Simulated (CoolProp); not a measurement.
The fluid at 293.15 K and 0.639 MPa expands adiabatically to 0.0842 MPa with isentropic efficiency 1. The same conditions are run with several fluids, on thermodynamics alone (safety and materials aside).

Computed with CoolProp (reference Helmholtz-energy equation of state of each fluid (R410A: Lemmon 2003; dry air: Lemmon 2000; nitrogen: Span 2000; CH2F2 (R32): Tillner-Roth 1997)). Blends and air are pseudo-pure fits.

**Question.** Rank R410A, dry air, nitrogen, CH2F2 (R32) by work (kJ/kg), highest first.

**Answer.** nitrogen (133), dry air (129), CH2F2 (R32) (73.2), R410A (54.3)

| fluid | final temperature (K) | final phase | final density (kg/m³) |
|---|---|---|---|
| R410A | 218.2 | two-phase, vapour fraction 0.978 | 3.59 |
| dry air | 163.8 | gas | 1.80 |
| nitrogen | 164.0 | gas | 1.74 |
| CH2F2 (R32) | 217.9 | two-phase, vapour fraction 0.935 | 2.69 |
